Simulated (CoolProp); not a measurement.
Properties of n-butane along the isotherm 301.85 °C.

The numbers come from the reference Helmholtz-energy equation of state, Bücker 2006 in CoolProp.

```tsv
p (MPa)	phase	Z	cp (kJ/(kg K))	expansivity (1/kK)	conductivity (mW/(m K))
1.2	gas	0.9641	2.875	2.008	57.6
2.4	gas	0.9274	2.929	2.327	59.1
3.6	gas	0.8905	2.994	2.700	60.5
4.8	supercritical	0.8542	3.069	3.121	61.8
6	supercritical	0.8198	3.154	3.572	63.1
7.2	supercritical	0.7886	3.244	4.015	64.5
8.4	supercritical	0.7622	3.332	4.394	65.8
9.6	supercritical	0.7421	3.408	4.653	67.3
10.8	supercritical	0.7289	3.465	4.755	68.7
12	supercritical	0.7229	3.500	4.709	70.2
```

Thermal conductivity comes from a separate model (Perkins 2002).
